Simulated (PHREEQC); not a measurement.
A solution holds 0.016 mol NH3 and 0.35 mol (CH3)4NCl per kg of water, at 20 °C. Closed to the air; pH follows from the charge balance.

The numbers come from PHREEQC with the ion-association model, phreeqc.dat.

Precipitation was switched off in this run.

Question: What pH does the model give?

Answer: pH 10.90.

Question: In which forms is N present?

Answer: NH3 95 %, NH4+ 5.1 % of the N.

(CH3)4N+ isn't in the database: it is added as a free cation with an ion size of 4 Å.
